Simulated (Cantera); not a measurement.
Input: 1 mol Fe₂O₃, 60 mol H₂, equilibrated at 1.33 mbar.

Method: chemical equilibrium by Gibbs-energy minimisation in Cantera with the NASA 1993 tables (ideal gas, pure condensed phases). Candidate condensed phases: Fe, FeO, Fe(OH)₂, Fe(OH)₃, Fe₂O₃, Fe₃O₄, H₂O; 12 gas species. The numbers say what is thermodynamically allowed, not how fast it happens.

### Question
What share of the Fe ends up in condensed phases as a function of T (°C), at 1052, 1102, 1152, 1202, 1252, 1302, 1352, 1402, 1452, 1502, 1552, 1602?

### Answer
```tsv
T (°C)	Fe condensed (%)	as
1052	100.0	Fe(γ)
1102	100.0	Fe(γ)
1152	99.9	Fe(γ)
1202	99.8	Fe(γ)
1252	99.4	Fe(γ)
1302	98.5	Fe(γ)
1352	96.1	Fe(γ)
1402	90.6	Fe(δ)
1452	78.6	Fe(δ)
1502	53.2	Fe(δ)
1552	2.2	Fe(l)
1602	0.0	-
```
